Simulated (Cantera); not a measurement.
A perfectly stirred reactor is fed with 22.8 % H₂, 36.8 % O₂, 40.4 % N₂, equivalence ratio 0.31, at 0.100 bar; it is held at 925 K, and followed from long to short residence time.

Computed with Cantera and the H2/O2 subset of GRI-Mech 3.0, which has no nitrogen chemistry. Radical loss at walls, strong at low pressure, is not modelled. Below about 950 K walls govern HO2 and H2O2 in real vessels. The temperature is held fixed by assumption; the heat of reaction is taken as removed at once.

One state of this run: x H₂ = 0.0194; x O₂ = 0.293; x OH = 0.000314; x HO₂ = 5.86e-5; x H₂O = 0.235. x: mole fraction; the columns are a selection and need not sum to one.

Task: Which value of τ (s) does it belong to?
(A) 0.0024
(B) 0.0054
(C) 0.00046
(D) 0.028

Result: D, 0.028
